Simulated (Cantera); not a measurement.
An isothermal, constant-pressure homogeneous reactor starts with N₂O : N₂ = 1 : 3.7 (molar parts), at 1275 K and 1280 Torr. Integrator tolerance rtol = 1e-08.

Computed with Cantera and GRI-Mech 3.0 (53 species, 325 reactions). GRI-Mech 3.0 was tuned for natural gas; its chemistry of N2O as a main component is partial and can be far from experiment. The mechanism lacks the step 2 NO + O2 → 2 NO2, which can matter for NO2 below about 1400 K. The temperature is held fixed by assumption; the heat of reaction is taken as removed at once.

Question: What does this change do: pressure from 1280 Torr to 19.5 Torr?

Answer: 
| quantity | before | after |
|---|---|---|
| x(N₂O) at 7.00 s | 3.45e-7 (gas-phase equilibrium 2.29e-8) | 0.134 (gas-phase equilibrium 2.83e-9) |
| x(N₂) at 7.00 s | 0.895 (gas-phase equilibrium 0.904) | 0.826 (gas-phase equilibrium 0.904) |
| x(O₂) at 7.00 s | 0.0872 (gas-phase equilibrium 0.0960) | 0.0307 (gas-phase equilibrium 0.0960) |
| x(NO) at 7.00 s | 0.0176 (gas-phase equilibrium 0.000244) | 0.00975 (gas-phase equilibrium 0.000244) |
| x(NO₂) at 7.00 s | 0.000177 (gas-phase equilibrium 2.58e-6) | 2.56e-6 (gas-phase equilibrium 3.19e-7) |
| x(O) at 7.00 s | 2.55e-8 (gas-phase equilibrium 2.67e-8) | 5.43e-6 (gas-phase equilibrium 2.16e-7) |
Radical loss at walls, strong at low pressure, is not modelled.

Question: What does this change do: N2 3.7 to 0.74 parts?

Answer: 
```json
[
 {"quantity": "x(N₂O) at 7.00 s", "before": "3.45e-7 (gas-phase equilibrium 2.29e-8)", "after": "1.03e-6 (gas-phase equilibrium 3.00e-8)"},
 {"quantity": "x(N₂) at 7.00 s", "before": "0.895 (gas-phase equilibrium 0.904)", "after": "0.756 (gas-phase equilibrium 0.777)"},
 {"quantity": "x(O₂) at 7.00 s", "before": "0.0872 (gas-phase equilibrium 0.0960)", "after": "0.202 (gas-phase equilibrium 0.223)"},
 {"quantity": "x(NO) at 7.00 s", "before": "0.0176 (gas-phase equilibrium 0.000244)", "after": "0.0406 (gas-phase equilibrium 0.000345)"},
 {"quantity": "x(NO₂) at 7.00 s", "before": "0.000177 (gas-phase equilibrium 2.58e-6)", "after": "0.000623 (gas-phase equilibrium 5.56e-6)"},
 {"quantity": "x(O) at 7.00 s", "before": "2.55e-8 (gas-phase equilibrium 2.67e-8)", "after": "3.88e-8 (gas-phase equilibrium 4.07e-8)"}
]
```
